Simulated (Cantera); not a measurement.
Mixture: CH₄ : O₂ : N₂ = 1 : 1.05 : 5.05 (molar parts), at 9.87 atm, adiabatic and at constant pressure. Ignition delay is the time to a rise of 400 K.

Model: GRI-Mech 3.0 (53 species, 325 reactions), integrated in Cantera.

Q: Predict: delay at 1175 K; delay at 1225 K; delay at 1275 K; delay at 1325 K; delay at 1375 K; delay at 1425 K; apparent activation energy between 1325 and 1425 K.

A: 
| Quantity | Value |
|---|---|
| delay at 1175 K | 11.4 ms |
| delay at 1225 K | 6.17 ms |
| delay at 1275 K | 3.44 ms |
| delay at 1325 K | 1.97 ms |
| delay at 1375 K | 1.15 ms |
| delay at 1425 K | 0.680 ms |
| apparent activation energy between 1325 and 1425 K | 170 kJ/mol |
